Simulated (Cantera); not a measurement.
An isothermal, constant-pressure homogeneous reactor starts with 0.455 % CO, 0.208 % O₂, 0.369 % H₂O, 94.7 % N₂, 4.26 % H₂, at 873 K and 2.47 atm.

Computed with Cantera and GRI-Mech 3.0 (53 species, 325 reactions). The hydrogen kinetics of GRI-Mech 3.0 are dated; newer H2 mechanisms differ, most at raised pressure. Below about 950 K walls govern HO2 and H2O2 in real vessels.

Q: Predict: x(CO) at 30.0 s; x(O₂) at 30.0 s; x(H₂O) at 30.0 s; x(HO₂) at 30.0 s.

A: 
```
Quantity                                           Result
----------------  ---------------------------------------
x(CO) at 30.0 s   0.00402 (gas-phase equilibrium 0.00291)
x(O₂) at 30.0 s    2.86e-5 (gas-phase equilibrium <1e-12)
x(H₂O) at 30.0 s  0.00728 (gas-phase equilibrium 0.00682)
x(HO₂) at 30.0 s   4.78e-8 (gas-phase equilibrium <1e-12)
```
